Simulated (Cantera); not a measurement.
Charge: 1 mol Si, 1.7 mol Cl2, 6 mol H2, held at 1148.15 K and 1.33 mbar.

These are equilibrium values from Cantera (NASA tables, ideal gas, pure condensed phases), not measurements of a reactor. Candidate condensed phases: Si; 19 gas species. The tables' values for SiCl3 are old estimates; treat these amounts as uncertain. Rates play no part.

Base state: H2 0.754, HCl 0.133, SiCl2 0.0513, SiCl4 0.0433, SiCl3 0.0142, SiHCl3 0.00494, SiH2Cl2 7.06e-5 (mole fractions); condensed: Si(s).

Q: What changes in the equilibrium state with this change: temperature from 1148.15 K to 775 K?

A: 
```
species      before     after
----------  -------  --------
H2            0.754     0.869
SiCl4        0.0433     0.114
SiHCl3      0.00494    0.0125
HCl           0.133   0.00511
SiCl2        0.0513   2.84e-5
SiCl3        0.0142  0.000151
SiH2Cl2     7.06e-5  0.000106
Si(s), mol    0.170     0.137
```
